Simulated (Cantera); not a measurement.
# Stirred combustor or abatement burner

A perfectly stirred reactor is fed with H2 : O2 : N2 = 0.73 : 0.806 : 3.03 (molar parts), equivalence ratio 0.45, at 17.0 bar; it is adiabatic with a 525 K inlet, and is followed from long to short residence time, starting on the burning branch (τ in s: 0.036, 0.021, 0.012, 0.0069, 0.004, 0.0023, 0.0013, 0.00076, 0.00044, 0.00025, 0.00015, 8.4e-05, 4.8e-05).

Detailed kinetics in Cantera: the H2/O2 subset of GRI-Mech 3.0, which has no nitrogen chemistry. The hydrogen kinetics of GRI-Mech 3.0 are dated; newer H2 mechanisms differ, most at raised pressure. The pressure lies above the range GRI-Mech 3.0 was tuned for (to about 10 atm).

```tsv
τ (s)	T (K)	x H2	x O2	x H	x H2O2	x OH
0.036	1736	3.18e-5	0.105	3.55e-7	2.36e-7	0.000313
0.021	1736	4.78e-5	0.105	5.32e-7	2.78e-7	0.000341
0.012	1736	7.28e-5	0.105	8.42e-7	3.40e-7	0.000379
0.0069	1735	0.000110	0.105	1.36e-6	4.25e-7	0.000426
0.0040	1735	0.000165	0.105	2.23e-6	5.40e-7	0.000481
0.0023	1734	0.000249	0.105	3.71e-6	6.95e-7	0.000546
0.0013	1732	0.000379	0.105	6.31e-6	9.07e-7	0.000624
0.00076	1731	0.000565	0.105	1.05e-5	1.17e-6	0.000706
0.00044	1728	0.000848	0.105	1.75e-5	1.53e-6	0.000798
0.00025	1724	0.00129	0.105	2.98e-5	2.02e-6	0.000901
0.00015	1719	0.00190	0.105	4.81e-5	2.61e-6	0.000999
8.4e-5	1711	0.00296	0.106	8.23e-5	3.51e-6	0.00111
4.8e-5	1698	0.00457	0.106	0.000137	4.75e-6	0.00121
```
x: mole fraction; the columns are a selection and need not sum to one.
